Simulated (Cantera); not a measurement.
# Thermodynamics of titanium nitride, carbide and oxide coatings, feed TiCl4 + CH4 + H2

Charge: 1 mol TiCl4, 2.1 mol CH4, 2.5 mol H2, equilibrated at 0.100 bar.

Method: chemical equilibrium by Gibbs-energy minimisation in Cantera with the NASA 1993 tables (ideal gas, pure condensed phases). Candidate condensed phases: C, C6H6, C7H8, C8H18, Ti, TiC, TiCl2, TiCl3, TiCl4; 96 gas species. The tables' values for TiCl2 are old estimates; treat these amounts as uncertain. TiC: taken at fixed stoichiometry. Rates play no part.

```csv
T (°C),x H2,x HCl,x TiCl3,x H,x TiCl4,x Cl,x TiCl2,n C(graphite),n TiC(s)
1325,0.571,0.412,0.0124,0.000127,0.00360,7.27e-5,0.000121,1.24,0.861
1375,0.566,0.419,0.0112,0.000212,0.00250,0.000123,0.000170,1.22,0.880
1425,0.562,0.425,0.0101,0.000343,0.00175,0.000201,0.000232,1.20,0.896
1475,0.559,0.429,0.00905,0.000540,0.00124,0.000320,0.000310,1.19,0.908
1525,0.557,0.432,0.00813,0.000831,0.000889,0.000494,0.000405,1.18,0.918
1575,0.554,0.435,0.00731,0.00125,0.000644,0.000745,0.000520,1.17,0.927
1625,0.552,0.437,0.00658,0.00184,0.000472,0.00110,0.000657,1.16,0.933
1675,0.550,0.438,0.00593,0.00265,0.000349,0.00158,0.000817,1.16,0.938
1725,0.549,0.438,0.00535,0.00376,0.000261,0.00224,0.00100,1.15,0.942
```
x: gas mole fraction; n: condensed amount in mol.

From 1325 °C to 1725 °C the condensed part is C(graphite) + TiC(s). The main Ti-bearing gas is TiCl3 throughout. The share of Ti in condensed phases is highest at 1725 °C (94.2 %) and lowest at 1325 °C (86.1 %).
